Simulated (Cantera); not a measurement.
A diamond (100) surface in a fixed gas of H2 with x(CH4) = 0.0023, x(H) = 0.00084, x(CH3) = 1.4e-05, 0.0420 bar; coverages are run to steady state.

Cantera simulation using the Harris–Goodwin 1993 mechanism for the reconstructed diamond (100) surface; the numbers are that mechanism's predictions, not measurements.

θ: site fractions in the mechanism's names (c6HH fully hydrogenated, c6H* and c6*H radical sites, c6** diradical, c6HM methylated).

```csv
T (K),growth (µm/h),θ c6HH,θ c6H*,θ c6*H,θ c6**,θ c6HM
925,___,0.659,0.0120,0.309,0.00512,0.0118
1000,___,0.596,0.0180,0.368,0.00880,0.00685
1075,___,0.540,0.0249,0.418,0.0134,0.00248
1150,___,0.493,0.0321,0.455,0.0184,0.000553
1225,___,0.458,0.0393,0.479,0.0230,0.000109
1300,___,0.435,0.0461,0.492,0.0266,2.22e-5
1375,___,0.423,0.0522,0.496,0.0289,4.68e-6
```

Q: Some entries are withheld; supply them.

A: 
- 925, growth (µm/h): 0.200
- 1000, growth (µm/h): 0.236
- 1075, growth (µm/h): 0.164
- 1150, growth (µm/h): 0.0794
- 1225, growth (µm/h): 0.0523
- 1300, growth (µm/h): 0.0464
- 1375, growth (µm/h): 0.0305
